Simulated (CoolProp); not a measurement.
A single-stage vapour-compression cycle with n-perfluorobutane: evaporating at 226.15 K (dew point), condensing at 276.15 K (bubble point), superheat 8 K, subcooling 5 K, compressor efficiency 0.8, no pressure losses. Each further row changes one setting.

The numbers come from the reference Helmholtz-energy equation of state, Gao 2022 in CoolProp.

| case | cooling COP | pressure ratio | discharge temperature (K) | refrigerating effect (kJ/kg) | volumetric capacity (kJ/m³) |
|---|---|---|---|---|---|
| as stated | 2.71 | 11.7 | 276.2 | 69.3 | 89.7 |
| evaporating temperature 231.15 K | [?] | [?] | 276.2 | 73.1 | [?] |
| condensing temperature 271.15 K | 3.17 | 9.65 | 271.1 | 74.8 | 96.9 |
| subcooling 10 K | 2.92 | 11.7 | 276.2 | 74.8 | 96.9 |
| superheat 18 K | [?] | 11.7 | 279.3 | 77.1 | [?] |
| compressor efficiency 0.7 | 2.37 | 11.7 | 276.2 | 69.3 | 89.7 |

Question: What belongs in the gaps?

Answer: 
- evaporating temperature 231.15 K, cooling COP: 3.22
- evaporating temperature 231.15 K, pressure ratio: 8.64
- evaporating temperature 231.15 K, volumetric capacity (kJ/m³): 126
- superheat 18 K, cooling COP: 2.85
- superheat 18 K, volumetric capacity (kJ/m³): 95.7

The compression ends wet for: as stated; evaporating temperature 231.15 K; condensing temperature 271.15 K; subcooling 10 K; compressor efficiency 0.7.
